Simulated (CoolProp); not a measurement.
Model: reference Helmholtz-energy equation of state, Thol 2014, in CoolProp.

Task: For diethyl ether, give the phase and the Z, cp (kJ/(kg K)), isothermal compressibility (1/MPa), expansivity (1/kK) at 495.2 K and 5150 kPa.

Result: 
- 495.2 K and 5150 kPa: supercritical; Z 0.391, cp 5.77, isothermal compressibility 0.593, expansivity 31.0
